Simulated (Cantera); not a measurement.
Input: 1 mol Hg, 0.053 mol H2, equilibrated at 3.40 bar.

Method: chemical equilibrium by Gibbs-energy minimisation in Cantera with the NASA 1993 tables (ideal gas, pure condensed phases). Candidate condensed phases: Hg; 3 gas species. The numbers say what is thermodynamically allowed, not how fast it happens.

x: gas mole fraction; n: condensed amount in mol.

```
T (°C)    x H2     x Hg     x H  n Hg(l)
------  ------  -------  ------  -------
200      0.993  0.00669  <1e-12    1.000
300      0.905   0.0955  <1e-12    0.994
400      0.394    0.606  <1e-12    0.918
500     0.0503    0.950  <1e-12        0
600     0.0503    0.950       ?        0
700     0.0503    0.950       ?        0
800     0.0503    0.950       ?        0
900     0.0503    0.950       ?        0
1000    0.0503    0.950       ?        0
1100    0.0503    0.950       ?        0
1200    0.0503    0.950       ?        0
1300    0.0503    0.950       ?        0
```

### Question
Fill in the missing entries.

### Answer

- 600, x H: 5.69e-12
- 700, x H: 1.32e-10
- 800, x H: 1.70e-9
- 900, x H: 1.43e-8
- 1000, x H: 8.68e-8
- 1100, x H: 4.05e-7
- 1200, x H: 1.54e-6
- 1300, x H: 4.95e-6
